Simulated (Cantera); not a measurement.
An isothermal, constant-pressure homogeneous reactor starts with 10.9 % NO, 89.1 % N₂, at 2200 K and 0.987 atm.

Computed with Cantera and GRI-Mech 3.0 (53 species, 325 reactions).

x: mole fraction; the columns are a selection and need not sum to one.

```
t (s)        x NO       x O    x N₂O    x NO₂   x N₂      x O₂
--------  -------  --------  -------  -------  -----  --------
9.00e-5     0.109   5.46e-6  3.31e-6  4.82e-7  0.891   9.37e-8
0.000314    0.109       ___  5.94e-6      ___  0.891       ___
0.00110     0.109   8.40e-5  6.43e-6  8.91e-6  0.891   2.51e-5
0.00384     0.108  0.000147  6.33e-6  1.54e-5  0.892  0.000266
0.0134      0.106  0.000173  6.07e-6  1.79e-5  0.893   0.00132
0.0469     0.0977  0.000241  5.18e-6  2.34e-5  0.897   0.00533
0.164      0.0687  0.000400  2.67e-6  2.77e-5  0.911    0.0198
0.572         ___  0.000580      ___      ___  0.936       ___
2.00      0.00683  0.000612  4.14e-7  4.27e-6  0.942    0.0506
```

Q: What belongs in the gaps?

A: 
- 0.000314, x O: 2.36e-5
- 0.000314, x NO₂: 2.44e-6
- 0.000314, x O₂: 1.49e-6
- 0.572, x NO: 0.0181
- 0.572, x N₂O: 5.31e-7
- 0.572, x NO₂: 1.07e-5
- 0.572, x O₂: 0.0450
